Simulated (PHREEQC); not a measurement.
# Buffer: an equilibrium model

A solution holds 0.0086 mol/kgw NaH2PO4 and 0.00036 mol/kgw NaOH, at 25 °C. Closed to the air; pH follows from the charge balance.

All values are PHREEQC results (ion-association model, phreeqc.dat), not measurements.

No solid was allowed to form.

**Question.** Estimate the pH.

**Answer.** pH 5.72.

**Question.** In which forms is P present?

**Answer.** H2PO4- 96 %, HPO4-2 4.2 % of the P.

Complexes and solids missing from the database can't appear.
